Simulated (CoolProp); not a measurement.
The fluid at 334.58 K and 7.83 MPa flows at 5.9 m/s in a round tube of 20 mm bore and 15 µm roughness, fully developed (64/Re and Nu = 3.66 if laminar; Colebrook and Gnielinski if turbulent). The same conditions are run with several fluids, on thermodynamics alone (safety and materials aside).

The numbers come from the reference Helmholtz-energy equation of state of each fluid (dry air: Lemmon 2000; CF4 (R14): Platzer 1990; normal hydrogen: Leachman 2009; ethane: Bücker 2006; C2F6 (R116): Lemmon 2006) in CoolProp. The equations of Platzer and Polt are older, rougher fits. Blends and air are pseudo-pure fits.

```tsv
fluid	Reynolds number	Darcy friction factor	pressure drop (Pa/m)	heat-transfer coefficient (W/(m² K))	mass flow (kg/h)
dry air	445000	0.0191	1350	1410	541
CF4 (R14)	1370000	0.0186	4740	3700	1950
normal hydrogen	66200	0.0224	106	1530	36.3
ethane	1070000	0.0187	3230	11700	1320
C2F6 (R116)	1720000	0.0186	12700	10900	5240
```

Transport values come from each fluid's own correlations; those of CF4 (R14), C2F6 (R116) are estimates that may be off by 10 % or more.
